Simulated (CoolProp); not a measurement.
Cyclopentane along the isobar 26.4 MPa: fugacity coefficient from the reference equation and from simpler models built on Tc = 238.6 °C, pc = 4.583 MPa, ω = 0.202; each cubic takes its own stable root.

The numbers come from the reference Helmholtz-energy equation of state, Gedanitz 2015 in CoolProp.

```csv
T (°C),phase,reference
123.75,liquid,0.05391
131.45,liquid,0.06158
139.05,liquid,0.06977
146.75,liquid,0.07869
154.35,liquid,0.08810
161.95,liquid,0.09812
169.65,liquid,0.1089
177.25,liquid,0.1200
184.85,liquid,0.1318
192.55,liquid,0.1442
200.15,liquid,0.1570
207.85,liquid,0.1704
215.45,liquid,0.1842
```

Q: How far does each simpler model (Redlich-Kwong, Soave-Redlich-Kwong, Peng-Robinson) lie from the reference over these 13 states: mean and median of the absolute difference, and the worst?

A: 
- Redlich-Kwong: mean 21.1 %, median 20.5 %, worst +31.7 % at 123.75 °C and 26.4 MPa
- Soave-Redlich-Kwong: mean 7.1 %, median 7.2 %, worst +8.5 % at 215.45 °C and 26.4 MPa
- Peng-Robinson: mean 4.5 %, median 4.5 %, worst -5.8 % at 123.75 °C and 26.4 MPa
